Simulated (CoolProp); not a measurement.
Vapour-liquid equilibrium of R22 (1) + R134a (2) at 3.19 bar; x and y are mole fractions of (1).

Model: multi-fluid Helmholtz-energy mixture model, Kamei 1995 and Tillner-Roth 1994; pair parameters Bell 2016, in CoolProp.

### Question
Give the bubble temperature and the first vapour's composition at x = 0.35, 0.65, 0.875. Is there an azeotrope?

### Answer
x = 0.35: 268.4 K, y = 0.479; x = 0.65: 264.1 K, y = 0.749; x = 0.875: 261.5 K, y = 0.915. No azeotrope shows between x = 0.05 and 0.95.

The pair parameters rest on a limited set of measurements; away from them the model extrapolates.
